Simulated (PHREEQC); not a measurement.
Dissolve 0.038 mol/kgw FeSO4, 0.00033 mol/kgw ZnCl2, 0.1 mol/kgw H2SO4 and 0.00024 mol/kgw Na2SO4 at 50 °C. Closed to the air; pH follows from the charge balance.

All values are PHREEQC results (ion-association model, phreeqc.dat), not measurements.

This is a speciation only: nothing precipitates in the calculation.

Order these S species by the share of S that they hold, largest first: HSO4-, FeHSO4+, SO4-2, FeSO4.

HSO4- (73 %), SO4-2 (15 %), FeSO4 (7.1 %), FeHSO4+ (5.7 %)

Order these Zn species by the share of Zn that they hold, largest first: ZnSO4, Zn+2, Zn(SO4)2-2.

Zn+2 (66 %), ZnSO4 (30 %), Zn(SO4)2-2 (4.1 %)

The pH is 1.14 and the ionic strength 0.182 mol/kgw. Away from 25 °C the constants follow the database's enthalpies or fits; those with neither stay at their 25 °C values.
